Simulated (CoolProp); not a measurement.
A single-stage vapour-compression cycle with R1336mzz(E): evaporating at 298.15 K (dew point), condensing at 341.15 K (bubble point), superheat 10 K, subcooling 8 K, compressor efficiency 0.75, no pressure losses. Each further row changes one setting.

Computed with CoolProp (reference Helmholtz-energy equation of state, Akasaka 2023).

| case | cooling COP | pressure ratio | discharge temperature (K) | refrigerating effect (kJ/kg) | volumetric capacity (kJ/m³) |
|---|---|---|---|---|---|
| as stated | 4.37 | 3.64 | 346.7 | 108 | 1440 |
| evaporating temperature 303.15 K | 5.19 | 3.07 | 347.1 | 112 | 1760 |
| condensing temperature 336.15 K | 5.14 | 3.20 | 342.4 | 115 | 1530 |
| subcooling 13 K | 4.64 | 3.64 | 346.7 | 115 | 1530 |
| superheat 20 K | 4.51 | 3.64 | 356.8 | 117 | 1500 |
| compressor efficiency 0.65 | 3.79 | 3.64 | 350.6 | 108 | 1440 |
